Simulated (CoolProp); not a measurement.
R134a along the isobar 15.4 MPa: fugacity coefficient from the reference equation and from simpler models built on Tc = 101.1 °C, pc = 4.059 MPa, ω = 0.327; each cubic takes its own stable root.

Values from CoolProp's reference Helmholtz-energy equation of state, Tillner-Roth 1994.

```
T (°C)          phase  reference  Redlich-Kwong  Peng-Robinson
------  -------------  ---------  -------------  -------------
-57.45         liquid          …       0.006880       0.002238
-30.85         liquid   0.008803        0.02090       0.008944
-4.35          liquid    0.02522        0.04758        0.02554
22.25          liquid    0.05680        0.08924        0.05766
48.85          liquid     0.1069         0.1452              …
75.45          liquid     0.1757              …         0.1795
102.05  supercritical          …         0.2880         0.2657
128.65  supercritical     0.3540         0.3662         0.3606
155.25  supercritical          …              …         0.4561
181.85  supercritical     0.5407         0.5161         0.5455
```

**Question.** Complete the blanks.

**Answer.** 
- -57.45, reference: 0.002168
- 48.85, Peng-Robinson: 0.1089
- 75.45, Redlich-Kwong: 0.2128
- 102.05, reference: 0.2601
- 155.25, reference: 0.4499
- 155.25, Redlich-Kwong: 0.4434
